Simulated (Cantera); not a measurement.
Charge: 1 mol B, 0.028 mol Cl₂, 0.15 mol H₂, held at 1125 K and 10.0 mbar.

Method: chemical equilibrium by Gibbs-energy minimisation in Cantera with the NASA 1993 tables (ideal gas, pure condensed phases). Candidate condensed phases: B; 13 gas species. The tables' values for BCl₂ are old estimates; treat these amounts as uncertain. Gases not in the tables: BHCl₂. Rates play no part.

Base state: H₂ 0.783, HCl 0.164, BCl₃ 0.0531, BCl₂ 1.09e-5 (mole fractions); condensed: B(s).

**Question.** What changes in the equilibrium state with this change: temperature from 1125 K to 700 K?

**Answer.** 
```tsv
species	before	after
H₂	0.783	0.879
BCl₃	0.0531	0.105
HCl	0.164	0.0159
BCl₂	1.09e-5	<1e-9
B(s), mol	0.991	0.982
```

**Question.** What changes in the equilibrium state with this change: 0.077 mol H₂O added?

**Answer.** 
| species | before | after |
|---|---|---|
| H₂ | 0.783 | 0.838 |
| HCl | 0.164 | 0.131 |
| BCl₃ | 0.0531 | 0.0245 |
| B₃O₃Cl₃ | 0 | 0.00622 |
| B₃O₃H₃ | 0 | 0.000511 |
| HBO | 0 | 0.000136 |
| BOCl | 0 | 4.72e-5 |
| B(s), mol | 0.991 | 0.941 |
| B₂O₃(l), mol | 0 | 0.0240 |
Mutual solubility and eutectic melting of coexisting phases are not modelled. The tables' values for BOCl are old estimates; treat these amounts as uncertain. Further candidate phases: B₂O₃, B₃O₃H₃, H₂O.
